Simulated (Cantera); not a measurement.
Input (Python, Cantera) and output of one run.

```python
import numpy as np
import cantera as ct

gas_names = [...]  # 113 gases of nasa_gas.yaml made of C, H, O, Ta
cond_names = """
    C(gr) C6H6(L) C7H8(L) C8H18(L),n-octa H2O(s) H2O(L) Ta(cr) Ta(L) TaC(s) TaC(L) Ta2O5(s) Ta2O5(L)
""".split()


# ... load() reads the species with a 1 bar reference pressure and builds the phases ...
atoms = {
    'Ta2O5': {'Ta': 2, 'O': 5},
    'CO': {'C': 1, 'O': 1},
    'H2': {'H': 2},
}
top_T = {'C(gr)': 4500}  # K; cautious upper limits of use, not melting points


# ... equilibrate(T, P, feed) seeds the gas with the atoms and calls Mixture.equilibrate('TP', solver="vcs", rtol=1e-11, max_steps=5000) ...
results = []
feed = {'Ta2O5': 1, 'CO': 3.9, 'H2': 0.93}  # mol
T = 2200  # K
P = 28  # Pa
mix = equilibrate(T, P, feed)
results.append((T, P, feed, dict(zip(mix.species_names, mix.species_moles))))
x = sorted(zip(gas.X, gas.species_names), reverse=True)
print(f"T = {T:g} K  P = {P:g} Pa  gas = {mix.phase_moles(0):.4g} mol")
print("   x: " + "  ".join(f"{s} {v:.3e}" for v, s in x if v > 1e-05))
print("   condensed (mol): " + ("  ".join(f"{mix.phase(i).name} {mix.phase_moles(i):.4g}"
      for i in range(1, mix.n_phases) if mix.phase_moles(i) > 1e-12) or "none"))
```

Output:

```
T = 2200 K  P = 28 Pa  gas = 5.25 mol
   x: CO 7.371e-01  H2 1.150e-01  H 1.142e-01  TaO2 2.178e-02  CO2 5.694e-03  H2O 4.694e-03  OH 6.500e-04  O 4.496e-04  TaO 4.078e-04
   condensed (mol): Ta2O5(L) 0.9417
```

These are equilibrium values from Cantera (NASA tables, ideal gas, pure condensed phases), not measurements of a reactor.
